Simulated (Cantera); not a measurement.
Thermodynamics of nitride etching, feed BN + H2O + N2

Input: 1 mol BN, a varied amount of H2O, 3.4 mol N2, equilibrated at 1775 K and 51.0 Pa.

Method: chemical equilibrium by Gibbs-energy minimisation in Cantera with the NASA 1993 tables (ideal gas, pure condensed phases). Candidate condensed phases: B, BN, B2O3, B3O3H3, H2O; 39 gas species. Rates play no part.

From 0.54 mol H2O to 1 mol H2O the condensed part is BN(s). From 1.4 mol H2O to 27 mol H2O nothing is condensed. The main B-bearing gas is B2O2 at 0.54 mol H2O and HBO2 at 27 mol H2O.

| n(H2O) (mol) | log p N2 | log p H2O | log p H2 | log p HBO2 | log p B2O3 | log p B2O2 | log p HBO | log p BO | n BN(s) |
|---|---|---|---|---|---|---|---|---|---|
| 0.54 | -3.38 | -8.55 | -4.28 | -6.50 | -5.60 | -4.84 | -4.86 | -5.00 | 0.485 |
| 0.75 | -3.41 | -8.41 | -4.17 | -6.35 | -5.45 | -4.73 | -4.75 | -4.94 | 0.288 |
| 1 | -3.44 | -8.30 | -4.09 | -6.24 | -5.34 | -4.65 | -4.67 | -4.90 | 0.0550 |
| 1.4 | -3.47 | -6.72 | -3.96 | -5.07 | -4.58 | -5.34 | -4.95 | -5.24 | 0 |
| 2 | -3.51 | -4.84 | -3.93 | -4.29 | -4.89 | -7.50 | -6.02 | -6.33 | 0 |
| 2.8 | -3.56 | -4.21 | -3.98 | -4.21 | -5.36 | -8.65 | -6.62 | -6.90 | 0 |
| 3.9 | -3.62 | -3.93 | -4.04 | -4.24 | -5.71 | -9.35 | -7.00 | -7.25 | 0 |
| 5.4 | -3.69 | -3.75 | -4.11 | -4.30 | -6.01 | -9.89 | -7.30 | -7.52 | 0 |
| 7.4 | -3.77 | -3.63 | -4.19 | -4.38 | -6.28 | -10.36 | -7.58 | -7.76 | 0 |
| 10 | -3.86 | -3.55 | -4.28 | -4.46 | -6.53 | -10.78 | -7.83 | -7.96 | 0 |
| 14 | -3.97 | -3.48 | -4.38 | -4.57 | -6.80 | -11.23 | -8.11 | -8.19 | 0 |
| 20 | -4.09 | -3.43 | -4.50 | -4.69 | -7.10 | -11.69 | -8.40 | -8.42 | 0 |
| 27 | -4.20 | -3.40 | -4.60 | -4.80 | -7.35 | -12.07 | -8.63 | -8.61 | 0 |
log p: log10 of the partial pressure in bar; n: condensed amount in mol.
